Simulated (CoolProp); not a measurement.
Vapour-liquid equilibrium of propane (1) + R236FA (2) at 1.35 MPa; x and y are mole fractions of (1).

Values from CoolProp's multi-fluid Helmholtz-energy mixture model, Lemmon 2009 and Pan 2012; pair parameters Bell 2016.

Q: Give the bubble temperature and the first vapour's composition at x = 0.2, 0.725, 0.875. Is there an azeotrope?

A: x = 0.2: 58.3 °C, y = 0.480; x = 0.725: 40.1 °C, y = 0.801; x = 0.875: 38.9 °C, y = 0.884. y crosses x between x = 0.875 and 0.95: the model has an azeotrope there.

The pair parameters rest on a limited set of measurements; away from them the model extrapolates.
